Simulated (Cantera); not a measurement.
Input (Python, Cantera) and output of one run.

```python
import numpy as np
import cantera as ct

gas_names = [...]  # 95 gases of nasa_gas.yaml made of C, F, H
cond_names = """
    C(gr) C6H6(L) C7H8(L) C8H18(L),n-octa
""".split()


# ... load() reads the species with a 1 bar reference pressure and builds the phases ...
atoms = {
    'CF4': {'C': 1, 'F': 4},
    'CH4': {'C': 1, 'H': 4},
}
top_T = {'C(gr)': 4500}  # K; cautious upper limits of use, not melting points


# ... equilibrate(T, P, feed) seeds the gas with the atoms and calls Mixture.equilibrate('TP', solver="vcs", rtol=1e-11, max_steps=5000) ...
results = []
feed = {'CF4': 1, 'CH4': 0.021}  # mol
T = 2100  # K
for P in [1, 6.8, 46, 320, 2200, 15000, 100000]:
    mix = equilibrate(T, P, feed)
    results.append((T, P, feed, dict(zip(mix.species_names, mix.species_moles))))
    x = sorted(zip(gas.X, gas.species_names), reverse=True)
    print(f"T = {T:g} K  P = {P:g} Pa  gas = {mix.phase_moles(0):.4g} mol")
    print("   x: " + "  ".join(f"{s} {v:.3e}" for v, s in x if v > 1e-05))
    print("   condensed (mol): " + ("  ".join(f"{mix.phase(i).name} {mix.phase_moles(i):.4g}"
          for i in range(1, mix.n_phases) if mix.phase_moles(i) > 1e-12) or "none"))
```

Output:

```
T = 2100 K  P = 1 Pa  gas = 3.892 mol
   x: F 9.435e-01  CF2 2.780e-02  HF 2.157e-02  CF 6.999e-03  C3 2.886e-05  C 2.368e-05  CF3 2.111e-05  H 1.344e-05  CF4 1.288e-05
   condensed (mol): C(gr) 0.885
T = 2100 K  P = 6.8 Pa  gas = 3.472 mol
   x: F 8.229e-01  CF2 1.438e-01  HF 2.419e-02  CF 6.104e-03  CF4 2.343e-03  CF3 6.477e-04
   condensed (mol): C(gr) 0.4901
T = 2100 K  P = 46 Pa  gas = 2.468 mol
   x: F 5.524e-01  CF2 3.029e-01  CF4 1.017e-01  HF 3.403e-02  CF3 6.193e-03  CF 2.831e-03
   condensed (mol): none
T = 2100 K  P = 320 Pa  gas = 1.452 mol
   x: CF4 5.209e-01  F 2.389e-01  CF2 1.713e-01  HF 5.785e-02  CF3 1.054e-02  CF 5.320e-04
   condensed (mol): none
T = 2100 K  P = 2200 Pa  gas = 1.171 mol
   x: CF4 7.670e-01  CF2 9.498e-02  HF 7.171e-02  F 5.663e-02  CF3 9.524e-03  CF 1.811e-04
   condensed (mol): none
T = 2100 K  P = 15000 Pa  gas = 1.107 mol
   x: CF4 8.468e-01  HF 7.590e-02  CF2 5.822e-02  F 1.115e-02  CF3 7.834e-03  CF 8.269e-05  C2F4 1.117e-05
   condensed (mol): C(gr) 0.01062
T = 2100 K  P = 100000 Pa  gas = 1.079 mol
   x: CF4 8.912e-01  HF 7.784e-02  CF2 2.313e-02  CF3 5.066e-03  F 2.721e-03  CF 2.019e-05  C2F4 1.176e-05
   condensed (mol): C(gr) 0.02885
```

Equilibrium computed with Cantera from the NASA thermochemical tables; the gas is ideal and each condensed phase is pure. The tables' values for C2F4 are old estimates; treat these amounts as uncertain. Gases not in the tables: C2F6 and larger saturated fluorocarbons.
